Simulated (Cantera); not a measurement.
Feed: 1 mol B, 1.5 mol H2O, 5.3 mol H2, held at 2023 K and 1.00 bar.

Cantera equilibrium calculation (NASA polynomials, part measured and part estimated; ideal gas, pure solids and liquids). Candidate condensed phases: B, B2O3, B3O3H3, H2O; 23 gas species. Equilibrium is a limit: real reactors are often held back by kinetics, nucleation or transport.

Base state: H2 0.888, HBO 0.0371, HBO2 0.0361, B2O3 0.0272, H2O 0.00518, B2O2 0.00408, H 0.00179, BO 0.00106 (mole fractions); condensed: gas only.

**Question.** What changes in the equilibrium state with this change: H2 from 5.3 to 13 mol?

**Answer.** 
```csv
species,before,after
H2,0.888,0.938
HBO,0.0371,0.0245
HBO2,0.0361,0.0196
B2O3,0.0272,0.00921
B3O3H3,2.68e-5,7.71e-6
B2O2,0.00408,0.00168
BO,0.00106,0.000682
H2O,0.00518,0.00450
H,0.00179,0.00184
```
